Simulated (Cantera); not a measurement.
**CuO + NF₃ + H₂ (oxide etching and cleaning by halides)**

Charge: 1 mol CuO, 0.9 mol NF₃, 0.17 mol H₂, equilibrated at 1298.15 K and 320 Pa.

Method: chemical equilibrium by Gibbs-energy minimisation in Cantera with the NASA 1993 tables (ideal gas, pure condensed phases). Candidate condensed phases: Cu, CuF₂, CuO, Cu(OH)₂, Cu₂O, H₂O; 45 gas species. Equilibrium is a limit: real reactors are often held back by kinetics, nucleation or transport.

- x(CuF₂) = 0.377
- x(O₂) = 0.189
- x(N₂) = 0.170
- x(F) = 0.136
- x(HF) = 0.128
- x(NO) = 0.000172
- x(CuF) = 7.15e-5
- x(F₂) = 6.34e-5
- x(O) = 1.31e-6
- gas amount = 2.650 mol
- log10 activity of CuF₂(l) (absent) = -0.59
- log10 activity of Cu(s) (absent) = -8.32
- log10 activity of Cu(OH)₂(s) (absent) = -28.94
